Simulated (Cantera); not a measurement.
Input: 1 mol n-butane, 1.5 mol CO₂, 0.36 mol N₂, held at 2975 K and 0.100 bar.

Cantera equilibrium calculation (NASA polynomials, part measured and part estimated; ideal gas, pure solids and liquids). Candidate condensed phases: C, C₆H₆, C₇H₈, C₈H₁₈, H₂O; 136 gas species. Equilibrium is a limit: real reactors are often held back by kinetics, nucleation or transport.

Base state: H₂ 0.345, CO 0.308, H 0.272, N₂ 0.0256, C₂H₂ (acetylene) 0.0200, HCN 0.0180, HNC 0.00333, C₂H 0.00260 (mole fractions); condensed: C(graphite).

Problem. What changes in the equilibrium state with this change: n-butane replaced by C₆H₆?

Solution. 
```json
[
 {"species": "CO", "before": "0.308", "after": "0.413"},
 {"species": "H₂", "before": "0.345", "after": "0.266"},
 {"species": "H", "before": "0.272", "after": "0.238"},
 {"species": "N₂", "before": "0.0256", "after": "0.0374"},
 {"species": "C₂H₂ (acetylene)", "before": "0.0200", "after": "0.0154"},
 {"species": "HCN", "before": "0.0180", "after": "0.0191"},
 {"species": "CH₃", "before": "1.20e-5", "after": "8.09e-6"},
 {"species": "C₂N₂", "before": "2.17e-5", "after": "3.17e-5"},
 {"species": "C₆H₂", "before": "1.23e-5", "after": "9.48e-6"},
 {"species": "C(graphite), mol", "before": "1.74", "after": "3.99"}
]
```
